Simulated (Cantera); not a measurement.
An isothermal plug-flow reactor at 825 K and 500000 Pa (inlet), inlet velocity 0.56 m/s, active area per volume 270 1/m; feed CO : O2 : N2 : H2O = 0.025 : 0.016 : 0.79 : 0.0053 (molar parts), equivalence ratio 0.78.

Detailed kinetics in Cantera: Deutschmann's 1995 Pt surface mechanism with GRI-Mech 3.0 gas chemistry. Catalytic surfaces can have several steady states; this one follows from the mechanism file's or the stated starting coverage. Mass transfer to the wall is taken as infinitely fast.

Task: What does this change do: O2 0.016 to 0.031 parts?

Result: 
```
quantity                 before    after
----------------------  -------  -------
x(CO) at z = 0.025 m     0.0121  8.22e-6
x(O2) at z = 0.025 m     0.0103   0.0221
x(H2O) at z = 0.025 m   0.00639  0.00632
x(CO2) at z = 0.025 m    0.0180   0.0298
θ(free Pt) at the exit   0.0979   0.0471
θ(O*) at the exit       0.00232    0.949
```

Task: What does this change do: temperature 825 to 975 K?

Result: 
```csv
quantity,before,after
x(CO) at z = 0.025 m,0.0121,<1e-12
x(O2) at z = 0.025 m,0.0103,0.00425
x(H2O) at z = 0.025 m,0.00639,0.00643
x(CO2) at z = 0.025 m,0.0180,0.0303
θ(free Pt) at the exit,0.0979,0.249
θ(O*) at the exit,0.00232,0.747
```
